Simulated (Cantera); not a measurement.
A perfectly stirred reactor is fed with CO : H2 : O2 : N2 = 1 : 0.23 : 1.37 : 5.14 (molar parts), equivalence ratio 0.45, at 10.0 bar; it is adiabatic with a 600 K inlet, and is followed from long to short residence time, starting on the burning branch (τ in s: 0.086, 0.039, 0.018, 0.0079, 0.0036, 0.0016, 0.00072, 0.00033, 0.00015, 6.6e-05).

Computed with Cantera and GRI-Mech 3.0 (53 species, 325 reactions). The hydrogen kinetics of GRI-Mech 3.0 are dated; newer H2 mechanisms differ, most at raised pressure.

Task: Predict: blow-out, bracketed by the residence times tried; x(CO) at τ = 86.0 ms; x(H2) at τ = 86.0 ms; x(O2) at τ = 86.0 ms; x(H2O) at τ = 86.0 ms; x(NO) at τ = 86.0 ms; x(CO) at τ = 1.60 ms; x(H2) at τ = 1.60 ms; x(O2) at τ = 1.60 ms; x(H2O) at τ = 1.60 ms; x(NO) at τ = 1.60 ms.

Result: 
- blow-out, bracketed by the residence times tried: burning at 0.150 ms, out at 66.0 µs
- x(CO) at τ = 86.0 ms: 0.000254
- x(H2) at τ = 86.0 ms: 8.43e-6
- x(O2) at τ = 86.0 ms: 0.106
- x(H2O) at τ = 86.0 ms: 0.0321
- x(NO) at τ = 86.0 ms: 9.78e-5
- x(CO) at τ = 1.60 ms: 0.00370
- x(H2) at τ = 1.60 ms: 9.54e-5
- x(O2) at τ = 1.60 ms: 0.107
- x(H2O) at τ = 1.60 ms: 0.0316
- x(NO) at τ = 1.60 ms: 4.18e-5
